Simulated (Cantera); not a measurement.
## Reactions in the system C-H-Ta

Source: NASA polynomial tables (part measured, part estimated), evaluated in Cantera. Values are per mole of reaction as written; species without (g) are pure solids or liquids, kept so even where they would boil at 1 bar. TaC: taken at fixed stoichiometry.

3 C₂H₄(g) + 2 Ta ⇌ 2 TaC + 4 CH₃(g)

```
T (K)  ΔH° (kJ)  ΔS° (J/K)  ΔG° (kJ)  log10 K
-----  --------  ---------  --------  -------
475       149.2      139.3      83.0    -9.13
525       150.6      142.2      76.0    -7.56
575       151.8      144.4      68.8    -6.25
625       152.8      146.1      61.5    -5.14
675       153.6      147.2      54.2    -4.19
725       154.1      148.1      46.8    -3.37
775       154.6      148.6      39.4    -2.66
```

2 H₂(g) + TaC ⇌ Ta + CH₄(g)

```csv
T (K),ΔH° (kJ),ΔS° (J/K),ΔG° (kJ),log10 K
475,63.6,-91.5,107.0,-11.77
525,62.1,-94.5,111.7,-11.11
575,60.7,-97.0,116.5,-10.58
625,59.4,-99.2,121.4,-10.15
675,58.2,-101.0,126.4,-9.78
725,57.2,-102.5,131.5,-9.47
775,56.3,-103.7,136.6,-9.21
```
